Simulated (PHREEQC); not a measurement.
Dissolve 1.4 mmol/kgw NH4HF2, 1.94 mmol/kgw H2SiF6 and 48 mmol/kgw HCl at 25 °C. Closed to the air; pH follows from the charge balance.

Equilibrium calculation in PHREEQC: ion-association model, phreeqc.dat.

**Question.** The ionic strength comes out as 0.0527 mol/kgw. What activity coefficients do NH4+, Cl-, SiF6-2, HF2-, H+ get?

**Answer.** NH4+ 0.80, Cl- 0.81, SiF6-2 0.46, HF2- 0.82, H+ 0.85.

This is a speciation only: nothing precipitates in the calculation. The solution is supersaturated, for example in Quartz (slow to form), Chalcedony (slow to form), so a real one may precipitate; this is no full list. Complexes and solids missing from the database can't appear. SiF6-2 is the database's only silicon fluoride.
